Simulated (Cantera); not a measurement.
Input: 1 mol trisilylamine, 0.92 mol NH₃, equilibrated at 0.720 bar.

Cantera equilibrium calculation (NASA polynomials, part measured and part estimated; ideal gas, pure solids and liquids). Candidate condensed phases: Si, Si₃N₄; 18 gas species. The feed counts by its element totals alone. Mutual solubility and eutectic melting of coexisting phases are not modelled. Rates play no part. All values below are at 1050 °C.

Base state: H₂ 1.000 (mole fractions); condensed: Si(s) + Si₃N₄(s).

What changes in the equilibrium state with this change: NH₃ from 0.92 to 25 mol?


```csv
species,before,after
H₂,1.000,0.792
N₂,1.25e-6,0.208
NH₃,9.14e-8,2.62e-5
"Si(s), mol",1.56,0
"Si₃N₄(s), mol",0.480,1.00
```
